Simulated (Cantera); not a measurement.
Charge: 1 mol V, 0.022 mol H2O, equilibrated at 1200 K and 100000 Pa.

Method: chemical equilibrium by Gibbs-energy minimisation in Cantera with the NASA 1993 tables (ideal gas, pure condensed phases). Candidate condensed phases: H2O, V, VO, V2O3, V2O4, V2O5; 12 gas species. Mutual solubility and eutectic melting of coexisting phases are not modelled. VO: taken at fixed stoichiometry. Condensed phases not in the tables: N, O or C dissolved in the metal. The numbers say what is thermodynamically allowed, not how fast it happens.

Base state: H2 1.000 (mole fractions); condensed: V(s) + VO(s).

What changes in the equilibrium state with this change: 1.1 mol O2 added?


| species | before | after |
|---|---|---|
| H2O | 4.22e-7 | 0.997 |
| O2 | <1e-9 | 0.00260 |
| H2 | 1.000 | 2.49e-7 |
| V(s), mol | 0.978 | 0 |
| VO(s), mol | 0.0220 | 0 |
| V2O4(s), mol | 0 | 0.300 |
| V2O5(l), mol | 0 | 0.200 |
Condensed phases not in the tables: the oxides between V2O3 and V2O5 other than VO2. Gases not in the tables: V4O10.
